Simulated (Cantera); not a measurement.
Feed: 1 mol Si2H6, 3.5 mol NO, 5.5 mol N2, equilibrated at 5.30 Pa.

These are equilibrium values from Cantera (NASA tables, ideal gas, pure condensed phases), not measurements of a reactor. Candidate condensed phases: H2O, Si, SiO2, Si2N2O, Si3N4; 35 gas species. The feed counts by its element totals alone. Mutual solubility and eutectic melting of coexisting phases are not modelled. The tables hold silica as quartz up to 1696 K and as liquid above; real silica turns to tridymite and cristobalite and melts near 1996 K. Kinetics and transport are ignored.

log p: log10 of the partial pressure in bar; n: condensed amount in mol.

```
T (K)  log p N2  log p H2  log p SiO  log p H  log p H2O  log p SiO2    log p Si  n SiO2(β-quartz)  n Si2N2O(s)
-----  --------  --------  ---------  -------  ---------  ----------  ----------  ----------------  -----------
1175      -4.43     -4.80      -9.04    -9.31      -9.78        <-16        <-16              1.67        0.167
1225      -4.43     -4.80      -8.12    -8.91      -9.71        <-16  (withheld)              1.67        0.166
1275      -4.43     -4.80      -7.27    -8.53      -9.64      -15.31  (withheld)              1.66        0.163
1325      -4.43     -4.81      -6.49    -8.19      -9.58      -14.40  (withheld)              1.65        0.146
1375      -4.44     -4.82      -5.76    -7.88      -9.54      -13.55      -12.18              1.55       0.0523
1425      -4.45     -4.83      -5.61    -7.58      -8.98      -12.76      -12.19              1.50            0
1475      -4.45     -4.83      -5.61    -7.30      -8.31      -12.02  (withheld)              1.50            0
```

Question: What belongs in the gaps?

Answer: 
- 1225, log p Si: -15.77
- 1275, log p Si: -14.48
- 1325, log p Si: -13.29
- 1475, log p Si: -12.48
